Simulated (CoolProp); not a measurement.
A single-stage vapour-compression cycle with isobutane: evaporating at 251.15 K (dew point), condensing at 314.15 K (bubble point), superheat 10 K, subcooling 5 K, compressor efficiency 0.75, no pressure losses. Each further row changes one setting.

Values from CoolProp's reference Helmholtz-energy equation of state, Bücker 2006.

```json
[
 {"case": "as stated", "cooling COP": "2.33", "pressure ratio": "8.19", "discharge temperature (K)": "334.5", "refrigerating effect (kJ/kg)": "254", "volumetric capacity (kJ/m³)": "465"},
 {"case": "evaporating temperature 256.15 K", "cooling COP": "2.65", "pressure ratio": "6.64", "discharge temperature (K)": "332.7", "refrigerating effect (kJ/kg)": "261", "volumetric capacity (kJ/m³)": "580"},
 {"case": "condensing temperature 309.15 K", "cooling COP": "2.62", "pressure ratio": "7.17", "discharge temperature (K)": "329.7", "refrigerating effect (kJ/kg)": "266", "volumetric capacity (kJ/m³)": "488"},
 {"case": "subcooling 10 K", "cooling COP": "2.45", "pressure ratio": "8.19", "discharge temperature (K)": "334.5", "refrigerating effect (kJ/kg)": "266", "volumetric capacity (kJ/m³)": "487"},
 {"case": "superheat 20 K", "cooling COP": "2.37", "pressure ratio": "8.19", "discharge temperature (K)": "344.6", "refrigerating effect (kJ/kg)": "269", "volumetric capacity (kJ/m³)": "473"},
 {"case": "compressor efficiency 0.65", "cooling COP": "2.02", "pressure ratio": "8.19", "discharge temperature (K)": "343.0", "refrigerating effect (kJ/kg)": "254", "volumetric capacity (kJ/m³)": "465"}
]
```
